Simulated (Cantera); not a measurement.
Input: 1 mol B2O3, 54 mol H2, 1.7 mol N2, at 2223 K and 100000 Pa.

Method: chemical equilibrium by Gibbs-energy minimisation in Cantera with the NASA 1993 tables (ideal gas, pure condensed phases). Candidate condensed phases: B, BN, B2O3, B3O3H3, H2O; 39 gas species. Equilibrium is a limit: real reactors are often held back by kinetics, nucleation or transport.

Base state: H2 0.926, N2 0.0299, HBO 0.0179, HBO2 0.00962, H 0.00617, H2O 0.00555, B2O3 0.00240, BO 0.00142 (mole fractions); condensed: gas only.

Question: What changes in the equilibrium state with this change: H2 from 54 to 6.7 mol?

Answer: 
```tsv
species	before	after
H2	0.926	0.650
N2	0.0299	0.180
HBO2	0.00962	0.0505
B2O3	0.00240	0.0476
HBO	0.0179	0.0475
B2O2	0.000698	0.00700
BO2	1.11e-5	6.98e-5
BO	0.00142	0.00450
H2O	0.00555	0.00770
```
